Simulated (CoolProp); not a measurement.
A Linde-Hampson liquefier for ethylene: isothermal reversible compression at 320 K from 1 atm to 10 MPa, throttling to 1 atm, return gas leaving the recuperator 2 K below the feed. Each further row changes one setting.

The numbers come from the reference Helmholtz-energy equation of state, Smukala 2000 in CoolProp.

```csv
case,liquid yield per pass,compression work (kJ/kg of gas)
as stated,0.317,386
high pressure 20 MPa,0.414,418
warm-end temperature 350 K,0.197,440
warm-end gap 7 K,0.309,386
```
